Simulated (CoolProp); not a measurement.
Model: reference Helmholtz-energy equation of state, Thol 2018, in CoolProp.

Problem. Give the vapour pressure (kPa), vapour density (kg/m³) of saturated hydrogen chloride at -58.15, -35.25 °C.

Solution. 
```
T (°C)  p (kPa)  vapour density (kg/m³)
------  -------  ----------------------
-58.15      378                    8.30
-35.25      904                    19.1
```
